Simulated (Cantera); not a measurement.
# Premixed flame

A freely propagating, adiabatic, planar premixed flame of 22.5 % H2, 16.3 % O2, 61.2 % N2, equivalence ratio 0.69, unburnt at 548 K and 9.77 atm; mixture-averaged transport, grid criteria slope 0.08 and curve 0.16, no radiation.

Detailed kinetics in Cantera: the H2/O2 subset of GRI-Mech 3.0, which has no nitrogen chemistry. The hydrogen kinetics of GRI-Mech 3.0 are dated; newer H2 mechanisms differ, most at raised pressure. Burning velocities carry a grid error of a few per cent, more on coarse grids. Lean hydrogen flames are cellular in practice and burn faster than this planar one.

| z (mm) | T (K) | u (m/s) | x H2 | x O2 | x HO2 | x H2O2 | x H | x O |
|---|---|---|---|---|---|---|---|---|
| -0.0932 | 548 | 1.83 | 0.223 | 0.164 | 1.24e-7 | 4.58e-8 | <1e-8 | <1e-8 |
| -0.0622 | 550 | 1.82 | 0.217 | 0.165 | 1.11e-6 | 4.13e-7 | <1e-8 | <1e-8 |
| -0.0466 | 555 | 1.82 | 0.209 | 0.166 | 5.42e-6 | 2.01e-6 | <1e-8 | <1e-8 |
| -0.0311 | 581 | 1.86 | 0.188 | 0.170 | 4.79e-5 | 1.70e-5 | <1e-8 | 1.18e-7 |
| -0.0155 | 785 | 2.41 | 0.134 | 0.167 | 0.000741 | 0.000184 | 1.67e-5 | 1.32e-5 |
| -0.00777 | 1117 | 3.36 | 0.0924 | 0.148 | 0.00103 | 0.000242 | 0.000590 | 0.000269 |
| 0 | 1496 | 4.46 | 0.0514 | 0.115 | 0.000590 | 3.13e-5 | 0.00277 | 0.00159 |
| 0.00777 | 1752 | 5.22 | 0.0246 | 0.0870 | 0.000296 | 5.62e-6 | 0.00404 | 0.00301 |
| 0.0155 | 1897 | 5.64 | 0.0125 | 0.0729 | 0.000162 | 3.80e-6 | 0.00340 | 0.00332 |
| 0.0311 | 2028 | 6.02 | 0.00525 | 0.0649 | 6.86e-5 | 2.39e-6 | 0.00156 | 0.00235 |
| 0.0622 | 2107 | 6.24 | 0.00197 | 0.0629 | 2.45e-5 | 1.36e-6 | 0.000386 | 0.000985 |
| 0.124 | 2140 | 6.32 | 0.000640 | 0.0628 | 9.29e-6 | 7.72e-7 | 7.49e-5 | 0.000343 |
| 0.249 | 2148 | 6.35 | 0.000303 | 0.0630 | 6.00e-6 | 5.90e-7 | 2.70e-5 | 0.000180 |
x: mole fraction of selected species; z is measured from the peak of heat release.

The laminar burning velocity is 183 cm/s. The thermal thickness is 0.0311 mm. The peak x(HO2) comes out as 0.00109, the peak x(H2O2) is 0.000263 and the peak x(H) is 0.00404. The peak x(O) is 0.00334.
